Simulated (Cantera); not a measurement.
**Adiabatic ignition**

An adiabatic, constant-volume homogeneous reactor starts with 20.1 % H2, 15.0 % O2, 56.6 % N2, 8.26 % H2O, at 1525 K and 2900000 Pa.

Cantera simulation using GRI-Mech 3.0 (53 species, 325 reactions); the numbers are that mechanism's predictions, not measurements. The hydrogen kinetics of GRI-Mech 3.0 are dated; newer H2 mechanisms differ, most at raised pressure. The pressure lies above the range GRI-Mech 3.0 was tuned for (to about 10 atm).

| t (s) | T (K) | P (bar) | x H2 | x O2 | x H2O | x HO2 | x NO2 |
|---|---|---|---|---|---|---|---|
| 8.00e-6 | 2962 | 51.3 | 0.00723 | 0.0504 | 0.293 | 6.20e-5 | 4.12e-6 |
| 2.05e-5 | 2957 | 51.2 | 0.00722 | 0.0488 | 0.293 | 5.99e-5 | 1.10e-5 |
| 5.28e-5 | 2946 | 51.0 | 0.00719 | 0.0461 | 0.294 | 5.63e-5 | 2.27e-5 |
| 0.000136 | 2937 | 50.8 | 0.00717 | 0.0437 | 0.294 | 5.31e-5 | 3.26e-5 |
| 0.000348 | 2935 | 50.8 | 0.00717 | 0.0432 | 0.294 | 5.25e-5 | 3.46e-5 |
| 0.000894 | 2935 | 50.8 | 0.00717 | 0.0432 | 0.294 | 5.25e-5 | 3.46e-5 |
| 0.00230 | 2935 | 50.8 | 0.00717 | 0.0432 | 0.294 | 5.25e-5 | 3.46e-5 |
| 0.00590 | 2935 | 50.8 | 0.00717 | 0.0432 | 0.294 | 5.25e-5 | 3.46e-5 |
| 0.0152 | 2935 | 50.8 | 0.00717 | 0.0432 | 0.294 | 5.25e-5 | 3.46e-5 |
| 0.0389 | 2935 | 50.8 | 0.00717 | 0.0432 | 0.294 | 5.25e-5 | 3.46e-5 |
| 0.100 | 2935 | 50.8 | 0.00717 | 0.0432 | 0.294 | 5.25e-5 | 3.46e-5 |
x: mole fraction; the columns are a selection and need not sum to one.

| Quantity | Result |
|---|---|
| time of steepest temperature rise | 1.67 µs |
| temperature at 0.100 s | 2935 K |
| equilibrium temperature | 2935 K |
| x(H2) at 0.100 s | 0.00717 (gas-phase equilibrium 0.00717) |
| x(O2) at 0.100 s | 0.0432 (gas-phase equilibrium 0.0432) |
| x(H2O) at 0.100 s | 0.294 (gas-phase equilibrium 0.294) |
